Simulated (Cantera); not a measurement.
**Al + Cl2 + N2 (aluminium and copper etching)**

Input: 1 mol Al, 0.62 mol Cl2, 1.1 mol N2, held at 800 °C.

Equilibrium computed with Cantera from the NASA thermochemical tables; the gas is ideal and each condensed phase is pure. Candidate condensed phases: Al, AlCl3, AlN; 11 gas species. The tables' values for AlCl2 are old estimates; treat these amounts as uncertain. Rates play no part.

| P (Pa) | x N2 | x AlCl3 | x Al2Cl6 | x AlCl2 | x AlCl | n AlN(s) |
|---|---|---|---|---|---|---|
| 1 | 0.661 | 0.338 | 4.44e-8 | 0.00119 | 0.000316 | 0.586 |
| 10 | 0.661 | 0.338 | 4.47e-7 | 0.000376 | 3.17e-5 | 0.586 |
| 100 | 0.661 | 0.339 | 4.47e-6 | 0.000119 | 3.17e-6 | 0.587 |
| 1000 | 0.661 | 0.339 | 4.47e-5 | 3.76e-5 | 3.17e-7 | 0.587 |
| 10000 | 0.661 | 0.338 | 0.000445 | 1.19e-5 | 3.17e-8 | 0.587 |
| 100000 | 0.664 | 0.332 | 0.00429 | 3.71e-6 | 3.14e-9 | 0.587 |
x: gas mole fraction; n: condensed amount in mol.

From 1.00 Pa to 1.00 bar the condensed part is AlN(s). The main Al-bearing gas is AlCl3 throughout.
